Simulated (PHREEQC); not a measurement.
1.2 g of hydrous ferric oxide (600 m²/g; 0.2 weak and 0.005 strong sites per Fe, Dzombak-Morel constants, diffuse double layer) in 1 kg of water with 0.01 mol/kgw of an inert sodium salt and 0.00015 mol/kgw BaCl2 and 0.00071 mol/kgw MnCl2, at 25 °C; the pH is set by adding NaOH or the inert anion's acid. The system is closed to oxygen. The system is closed to CO2. Precipitation was switched off in this run.

Model: ion-association model, wateq4f.dat, run in PHREEQC.

Task: Predict Ba sorbed (%), Mn sorbed (%) at pH = 4, 6.5, 10.5.

Result: 
| pH | Ba sorbed (%) | Mn sorbed (%) |
|---|---|---|
| 4 | 0.0 | 0.0 |
| 6.5 | 0.1 | 12.5 |
| 10.5 | 96.8 | 100.0 |
